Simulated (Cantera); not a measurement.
A perfectly stirred reactor is fed with CH₄ : H₂ : O₂ : N₂ = 1 : 0.049 : 3.11 : 17.8 (molar parts), equivalence ratio 0.65, at 4.93 atm; it is adiabatic with a 698 K inlet, and is followed from long to short residence time, starting on the burning branch (τ in s: 0.16, 0.072, 0.034, 0.016, 0.0072, 0.0034, 0.0016, 0.00073, 0.00034, 0.00016, 7.3e-05, 3.4e-05).

Model: GRI-Mech 3.0 (53 species, 325 reactions), integrated in Cantera.

What does this change do: O2 3.11 to 4.2 parts?


```
quantity                                                                        before                                 after
------------------------------------------------  ------------------------------------  ------------------------------------
blow-out, bracketed by the residence times tried  burning at 0.340 ms, out at 0.160 ms  burning at 0.340 ms, out at 0.160 ms
x(CH₄) at τ = 0.160 s                                                          4.96e-6                               5.74e-6
x(H₂) at τ = 0.160 s                                                           1.66e-5                               7.76e-6
x(O₂) at τ = 0.160 s                                                            0.0495                                0.0945
x(N₂O) at τ = 0.160 s                                                          4.64e-7                               5.14e-7
x(NO) at τ = 0.160 s                                                           8.62e-6                               4.63e-6
x(CH₄) at τ = 1.60 ms                                                         0.000118                              0.000146
x(H₂) at τ = 1.60 ms                                                          0.000302                              0.000167
x(O₂) at τ = 1.60 ms                                                            0.0505                                0.0955
x(N₂O) at τ = 1.60 ms                                                          1.87e-6                               2.34e-6
x(NO) at τ = 1.60 ms                                                           5.63e-6                               2.59e-6
```
